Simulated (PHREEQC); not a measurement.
Consider water at 25 °C with 11 mmol/kgw Na2B4O7. Closed to the air; pH follows from the charge balance.

Equilibrium calculation in PHREEQC: Pitzer model, pitzer.dat.

**Question.** The ionic strength comes out as 0.0221 mol/kgw. What activity coefficients do B(OH)4-, B4O5(OH)4-2, Na+, B3O3(OH)4-, OH- get?

**Answer.** B(OH)4- 0.85, B4O5(OH)4-2 0.50, Na+ 0.86, B3O3(OH)4- 0.81, OH- 0.86. Single-ion values are on the MacInnes scale.

This is a speciation only: nothing precipitates in the calculation.
